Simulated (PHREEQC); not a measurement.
PHREEQC input (ion-association model, phreeqc.dat):

```
SOLUTION 0
  temp 25
  units mmol/kgw
  pH 7 charge
  Cl 15.01
  Ca 7.5
SOLUTION 1-40
  temp 25
  units mmol/kgw
  pH 7 charge
  Cl 26.21
  Mn(2) 11
  K 4.2
END
EXCHANGE 1-40
  X 0.015
  -equilibrate 1
END
SELECTED_OUTPUT 1
  -reset false
  -pH true
  -pe true
  -ionic_strength true
  -water true
  -step true
  -totals Ca Cl K Mn Mn(2) Mn(3)
  -molalities KX CaX2 MnX2
  -saturation_indices Pyrochroite Sylvite
PRINT
  -reset false
TRANSPORT
  -cells 40
  -shifts 160
  -lengths 0.0125
  -time_step 300
  -dispersivities 0.04
  -boundary_conditions flux flux
  -correct_disp true
  -punch_cells 40
  -punch_frequency 5
END
```

Selected output (columns that matter, 13 of 33 rows; pore volumes added in front):

```
pore volumes	pH	mu	Ca	Cl	K	Mn	m_KX	m_CaX2	m_MnX2	si_Pyrochroite	si_Sylvite
0	5.0611	0.03607	0	0.02621	0.0042	0.011	0.0016054	0	0.0066973	-7.3419	-5.0252
0.3875	5.0611	0.035934	8.2172e-09	0.026111	0.0041904	0.010955	0.0016049	1.0092e-08	0.0066976	-7.3433	-5.0276
0.6375	5.0598	0.033621	4.2408e-06	0.024411	0.0039673	0.010212	0.0015729	5.5816e-06	0.0067079	-7.3684	-5.0759
1.0125	5.0559	0.027265	0.00014211	0.019627	0.0029683	0.0081823	0.0013013	0.00022868	0.0066207	-7.4485	-5.2826
1.3875	5.0533	0.023602	0.00090628	0.016668	0.0018242	0.0065105	0.00081942	0.0015311	0.0055592	-7.5371	-5.5555
1.6375	5.0527	0.022696	0.0020686	0.015781	0.0011998	0.0052171	0.00051422	0.0031813	0.0040615	-7.6302	-5.7578
2.0125	5.0526	0.02236	0.0042676	0.01524	0.00056536	0.0030646	0.00022015	0.0054184	0.0019715	-7.8597	-6.0968
2.3875	5.0527	0.022383	0.0058935	0.015076	0.0002425	0.0015181	8.865e-05	0.0065947	0.00086095	-8.1645	-6.4677
2.6375	5.0528	0.022423	0.0065384	0.015038	0.00013429	0.00090855	4.7966e-05	0.0069841	0.00049188	-8.3874	-6.7249
3.0125	5.0529	0.022467	0.0070683	0.015018	5.4245e-05	0.0004085	1.9021e-05	0.0072773	0.00021318	-8.7345	-7.1188
3.3875	5.0529	0.02249	0.0073095	0.015012	2.1633e-05	0.0001808	7.5241e-06	0.0074034	9.282e-05	-9.0886	-7.518
3.6375	5.0529	0.022498	0.00739	0.015011	1.1676e-05	0.0001046	4.0499e-06	0.0074446	5.3408e-05	-9.3262	-7.7858
4.0125	5.0529	0.022505	0.0074519	0.01501	4.614e-06	4.59e-05	1.5971e-06	0.0074759	2.334e-05	-9.684	-8.189
```
